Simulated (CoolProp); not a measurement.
Vapour-liquid equilibrium of nitrogen (1) + oxygen (2) at 0.241 MPa; x and y are mole fractions of (1).

Computed with CoolProp (multi-fluid Helmholtz-energy mixture model, Span 2000 and Schmidt 1985; pair parameters Gernert 2013).

Give the bubble temperature and the first vapour's composition at x = 0.125, 0.2, 0.425. Is there an azeotrope?

x = 0.125: -176.9 °C, y = 0.323; x = 0.2: -178.4 °C, y = 0.454; x = 0.425: -181.9 °C, y = 0.706. No azeotrope shows between x = 0.05 and 0.95.

The pair parameters rest on a limited set of measurements; away from them the model extrapolates.
